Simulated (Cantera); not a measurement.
What does this Cantera script print?

```python
import numpy as np
import cantera as ct

gas = ct.Solution("gri30.yaml")
gas.TPX = 1423, 100000, {'CO': 0.0012, 'O2': 0.0029, 'H2O': 0.029, 'N2': 1}
reactor = ct.IdealGasConstPressureReactor(gas, energy="off", clone=False)
net = ct.ReactorNet([reactor])
net.rtol, net.atol = 1e-08, 1e-18
show = ['CO', 'O2', 'H2O', 'NO2', 'HO2', 'N2O', 'H2']
times = np.geomspace(0.0004, 2, 11)

steps = ct.SolutionArray(gas, extra=["t"])
rows = []
print(f"{'t/s':>10s}{'T/K':>9s}{'P/Pa':>11s}" + "".join(f"{s:>11s}" for s in show))
for t in times:
    while net.time < t:
        t_next = net.step()
        steps.append(gas.state, t=t_next)
    rows.append([np.interp(t, steps.t, y) for y in (steps.T, steps.P, *steps(*show).X.T)])
    print(f"{t:10.3e}{rows[-1][0]:9.1f}{rows[-1][1]:11.4g}" + "".join(f"{x:11.3e}" for x in rows[-1][2:]))
rate = np.gradient(steps.T, steps.t)
print("integrator steps:", len(steps.t))
if steps.T.max() > steps.T[0] + 200:
    print(f"time of steepest temperature rise: {steps.t[rate.argmax()]:.4e} s")
gas.TPX = 1423, 100000, {'CO': 0.0012, 'O2': 0.0029, 'H2O': 0.029, 'N2': 1}
gas.equilibrate("TP")
print(f"equilibrium (TP): T = {gas.T:.1f} K  " + "  ".join(f"{s} {gas[s].X[0]:.3e}" for s in show))
```

Output:

```
       t/s      T/K       P/Pa         CO         O2        H2O        NO2        HO2        N2O         H2
 4.000e-04   1423.0      1e+05  1.162e-03  2.807e-03  2.807e-02  1.275e-21  1.070e-09  2.359e-13  1.558e-09
 9.375e-04   1423.0      1e+05  1.162e-03  2.807e-03  2.807e-02  2.940e-20  1.973e-09  1.150e-12  1.537e-08
 2.197e-03   1423.0      1e+05  1.161e-03  2.807e-03  2.807e-02  2.687e-18  8.812e-09  1.486e-11  3.134e-07
 5.149e-03   1423.0      1e+05  1.036e-03  2.758e-03  2.797e-02  4.240e-14  3.392e-07  5.120e-09  6.204e-05
 1.207e-02   1423.0      1e+05  6.566e-05  2.309e-03  2.782e-02  2.003e-11  4.241e-07  1.403e-07  1.767e-04
 2.828e-02   1423.0      1e+05  5.568e-06  2.230e-03  2.802e-02  8.004e-11  1.230e-07  1.925e-07  3.200e-05
 6.629e-02   1423.0      1e+05  9.650e-07  2.224e-03  2.807e-02  1.189e-10  2.825e-08  1.743e-07  6.913e-06
 1.554e-01   1423.0      1e+05  2.368e-07  2.225e-03  2.808e-02  9.918e-11  7.904e-09  9.131e-08  2.025e-06
 3.641e-01   1423.0      1e+05  8.174e-08  2.226e-03  2.808e-02  7.039e-11  3.192e-09  2.330e-08  7.890e-07
 8.534e-01   1423.0      1e+05  4.276e-08  2.226e-03  2.808e-02  5.748e-11  2.081e-09  8.139e-09  4.454e-07
 2.000e+00   1423.0      1e+05  3.611e-08  2.226e-03  2.808e-02  5.534e-11  1.909e-09  6.626e-09  3.849e-07
integrator steps: 1189
equilibrium (TP): T = 1423.0 K  CO 3.629e-08  O2 2.179e-03  H2O 2.808e-02  NO2 6.506e-08  HO2 1.874e-09  N2O 6.515e-09  H2 3.871e-07
```

Computed with Cantera and GRI-Mech 3.0 (53 species, 325 reactions).
